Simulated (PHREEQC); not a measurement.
0.15 g of hydrous ferric oxide (600 m²/g; 0.2 weak and 0.005 strong sites per Fe, Dzombak-Morel constants, diffuse double layer) in 1 kg of water with 0.001 mol/kgw of an inert sodium salt and 0.028 mmol/kgw CuCl2, at 25 °C; the pH is set by adding NaOH or the inert anion's acid. Oxygen is held at 0.21 atm. CO2 from the air is kept out. No solid was allowed to form.

The numbers come from PHREEQC with the ion-association model, wateq4f.dat.

```csv
pH,Cu sorbed (%),surface charge σ (C/m²),surface potential ψ (mV)
3,0.0,0.256,232
3.5,0.2,0.179,224
4,1.2,0.121,209
4.5,7.0,0.081,191
5,25.8,0.053,170
5.5,59.1,0.035,149
6,89.7,0.022,126
6.5,98.4,0.013,101
7,99.6,0.007,73
7.5,99.7,0.004,45
8,99.7,0.001,16
8.5,99.7,-0.001,-13
9,99.7,-0.003,-42
9.5,99.7,-0.007,-70
10,99.6,-0.013,-98
10.5,99.6,-0.024,-124
11,99.4,-0.047,-147
```

The database's constant for dissolved Cu(OH)2 is higher than later reviews accept. The oxide is taken as insoluble; below pH 4 it would dissolve.
